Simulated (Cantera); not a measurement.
An adiabatic, constant-pressure homogeneous reactor starts with CH₄ : CO : O₂ : N₂ = 1 : 0.22 : 1.05 : 8.86 (molar parts), equivalence ratio 2.0, at 1500 K and 1.01 bar. Integrator tolerance rtol = 1e-08.

Cantera simulation using GRI-Mech 3.0 (53 species, 325 reactions); the numbers are that mechanism's predictions, not measurements.

**Question.** What does this change do: N2 8.86 to 24 parts?

**Answer.** 
| quantity | before | after |
|---|---|---|
| time of steepest temperature rise | 3.38 ms | 8.42 ms |
| temperature at 1.00 s | 2174 K | 1814 K |
| equilibrium temperature | 2174 K | 1814 K |
| x(CH₄) at 1.00 s | 1.21e-11 (gas-phase equilibrium 1.36e-11) | 9.96e-6 (gas-phase equilibrium 1.51e-11) |
| x(CO) at 1.00 s | 0.0865 (gas-phase equilibrium 0.0865) | 0.0371 (gas-phase equilibrium 0.0371) |
| x(O₂) at 1.00 s | 6.98e-7 (gas-phase equilibrium 6.98e-7) | 2.30e-9 (gas-phase equilibrium 2.42e-9) |
| x(H₂O₂) at 1.00 s | 2.03e-10 (gas-phase equilibrium 2.03e-10) | 1.45e-12 (gas-phase equilibrium 1.53e-12) |
| x(HCO) at 1.00 s | 3.11e-8 (gas-phase equilibrium 3.11e-8) | 1.70e-9 (gas-phase equilibrium 1.74e-9) |
| x(C₂H₂) at 1.00 s | <1e-12 (gas-phase equilibrium <1e-12) | 3.59e-6 (gas-phase equilibrium <1e-12) |
| x(N₂O) at 1.00 s | 1.13e-9 (gas-phase equilibrium 1.13e-9) | 2.33e-9 (gas-phase equilibrium 3.04e-11) |
